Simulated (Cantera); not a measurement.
Input (Python, Cantera) and output of one run.

```python
import numpy as np
import cantera as ct

gas_names = """
    C CO CO2 C2 C2O C3 C3O2 C4 C5 O O2 O3 Ta TaO TaO2
""".split()
cond_names = """
    C(gr) Ta(cr) Ta(L) TaC(s) TaC(L) Ta2O5(s) Ta2O5(L)
""".split()


# ... load() reads the species with a 1 bar reference pressure and builds the phases ...
atoms = {
    'Ta': {'Ta': 1},
    'CO2': {'C': 1, 'O': 2},
}
top_T = {'C(gr)': 4500}  # K; cautious upper limits of use, not melting points


# ... equilibrate(T, P, feed) seeds the gas with the atoms and calls Mixture.equilibrate('TP', solver="vcs", rtol=1e-11, max_steps=5000) ...
results = []
feed = {'Ta': 1, 'CO2': 2.7}  # mol
T = 1998  # K
P = 0.16  # Pa
mix = equilibrate(T, P, feed)
results.append((T, P, feed, dict(zip(mix.species_names, mix.species_moles))))
x = sorted(zip(gas.X, gas.species_names), reverse=True)
print(f"T = {T:g} K  P = {P:g} Pa  gas = {mix.phase_moles(0):.4g} mol")
print("   x: " + "  ".join(f"{s} {v:.3e}" for v, s in x if v > 0.001))
print("   condensed (mol): " + ("  ".join(f"{mix.phase(i).name} {mix.phase_moles(i):.4g}"
      for i in range(1, mix.n_phases) if mix.phase_moles(i) > 1e-12) or "none"))
```

Output:

```
T = 1998 K  P = 0.16 Pa  gas = 2.96 mol
   x: CO 8.596e-01  CO2 5.256e-02  TaO2 5.112e-02  O 3.275e-02  O2 3.953e-03
   condensed (mol): Ta2O5(s) 0.4242
```

Method: chemical equilibrium by Gibbs-energy minimisation in Cantera with the NASA 1993 tables (ideal gas, pure condensed phases).
